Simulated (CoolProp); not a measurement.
c-C4F8 (RC318) along the isotherm 79.25 °C: fugacity coefficient from the reference equation and from simpler models built on Tc = 115.2 °C, pc = 27.78 bar, ω = 0.355; each cubic takes its own stable root.

Values from CoolProp's reference Helmholtz-energy equation of state, Platzer 1990. This equation is an older, rougher fit; its heat capacities, sound speeds and derivatives of the liquid may be far off and weren't checked against measurements.

```json
[
 {"p (bar)": "0.439", "phase": "gas", "reference": "0.9928"},
 {"p (bar)": "0.741", "phase": "gas", "reference": "0.9878"},
 {"p (bar)": "1.25", "phase": "gas", "reference": "0.9794"},
 {"p (bar)": "2.11", "phase": "gas", "reference": "0.9653"},
 {"p (bar)": "3.56", "phase": "gas", "reference": "0.9415"},
 {"p (bar)": "6.01", "phase": "gas", "reference": "0.9012"},
 {"p (bar)": "10.1", "phase": "gas", "reference": "0.8333"},
 {"p (bar)": "17.1", "phase": "liquid", "reference": "0.6158"},
 {"p (bar)": "28.9", "phase": "liquid", "reference": "0.3885"},
 {"p (bar)": "48.8", "phase": "liquid", "reference": "0.2558"},
 {"p (bar)": "82.3", "phase": "liquid", "reference": "0.1803"},
 {"p (bar)": "139", "phase": "liquid", "reference": "0.1415"}
]
```

**Question.** How far does each simpler model (Redlich-Kwong, Soave-Redlich-Kwong, Peng-Robinson) lie from the reference over these 12 states: mean and median of the absolute difference, and the worst?

**Answer.** 
- Redlich-Kwong: mean 7.0 %, median 0.5 %, worst +20.6 % at 79.25 °C and 139 bar
- Soave-Redlich-Kwong: mean 1.3 %, median 0.4 %, worst +5.2 % at 79.25 °C and 139 bar
- Peng-Robinson: mean 1.7 %, median 1.5 %, worst -5.1 % at 79.25 °C and 139 bar
